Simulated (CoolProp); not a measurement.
Aqueous methanol as a coolant, at -11 °C, 1 atm.

The numbers come from the Melinder's fits for secondary coolants in CoolProp.

```
mass %  freezing point (°C)  viscosity (mPa s)  conductivity (W/(m K))  Prandtl number  cp (kJ/(kg K))
------  -------------------  -----------------  ----------------------  --------------  --------------
21.3                      ?                  ?                   0.445            48.5           3.992
29.3                  -24.9               5.89                   0.412            54.3           3.793
37.2                  -34.8               5.88                       ?            55.8           3.615
45.2                  -46.5               5.46                   0.353               ?           3.440
53.1                  -59.9                  ?                       ?            47.9               ?
```

### Question
Complete the blanks.

### Answer

- 21.3, freezing point (°C): -16.3
- 21.3, viscosity (mPa s): 5.40
- 37.2, conductivity (W/(m K)): 0.381
- 45.2, Prandtl number: 53.2
- 53.1, viscosity (mPa s): 4.81
- 53.1, conductivity (W/(m K)): 0.327
- 53.1, cp (kJ/(kg K)): 3.255
